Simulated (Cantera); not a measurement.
An adiabatic, constant-volume homogeneous reactor starts with CH₃OH : O₂ : N₂ : CO₂ = 1 : 1.61 : 9.68 : 0.023 (molar parts), at 1573 K and 330000 Pa.

Computed with Cantera and GRI-Mech 3.0 (53 species, 325 reactions). GRI-Mech 3.0 was tuned for natural gas; its chemistry of methanol as a main component is partial and can be far from experiment.

One state of this run: T (K) = 2797; P (bar) = 6.26; x CH₃OH = <1e-12; x O₂ = 0.0165; x CH₂ = <1e-12; x CO = 0.0249; x C₂H₄ = <1e-12; x HCO = 4.63e-8; x C₂H = <1e-12. x: mole fraction; the columns are a selection and need not sum to one.

### Question
Which value of t (s) does it belong to?
(A) 4.00e-6
(B) 1.39e-5
(C) 4.80e-5
(D) 1.00

### Answer
D, 1.00
